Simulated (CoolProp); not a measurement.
R404A at 293.15 K and 0.88 MPa is throttled through a valve to 0.522 MPa with no heat exchange. Each further row changes one setting.

The numbers come from the reference Helmholtz-energy equation of state, Lemmon 2003 in CoolProp. It is a pseudo-pure fit of the blend.

| case | temperature change (K) | final density (kg/m³) |
|---|---|---|
| as stated | [?] | [?] |
| outlet pressure 0.157 MPa | [?] | 6.87 |
| outlet pressure 0.679 MPa | [?] | [?] |

Q: What belongs in the gaps?

A: 
- as stated, temperature change (K): -7.6
- as stated, final density (kg/m³): 24.1
- outlet pressure 0.157 MPa, temperature change (K): -15.6
- outlet pressure 0.679 MPa, temperature change (K): -4.2
- outlet pressure 0.679 MPa, final density (kg/m³): 32.0
